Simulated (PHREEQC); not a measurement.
Dissolve 0.012 mol HF and 0.0017 mol NH4F per kg of water at 10 °C. Closed to the air; pH follows from the charge balance.

Equilibrium calculation in PHREEQC: ion-association model, wateq4f.dat.

No solid was allowed to form.

### Question
Estimate the pH, ionic strength.

### Answer
pH 2.67; ionic strength 0.00398 mol/kgw.

### Question
In which forms is F present?

### Answer
HF 65 %, F- 28 %, H2F2 5.1 %, HF2- 1.7 % of the F.

wateq4f.dat counts part of the HF as a dimer, H2F2, which phreeqc.dat doesn't know; its constant is uncertain. Away from 25 °C the constants follow the database's enthalpies or fits; those with neither stay at their 25 °C values.
